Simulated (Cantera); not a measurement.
# Ignition delay

Mixture: CH4 : O2 : N2 = 1 : 3.77 : 14.2 (molar parts), equivalence ratio 0.53, at 1.00 bar, adiabatic and at constant volume. Ignition delay is the time to a rise of 400 K.

Computed with Cantera and GRI-Mech 3.0 (53 species, 325 reactions).

```tsv
T0 (K)	delay (ms)
1000	790
1050	332
1100	146
1150	66.7
1200	31.9
1250	15.9
1300	8.22
1350	4.44
1400	2.51
```

The apparent activation energy between 1300 and 1400 K is 180 kJ/mol.
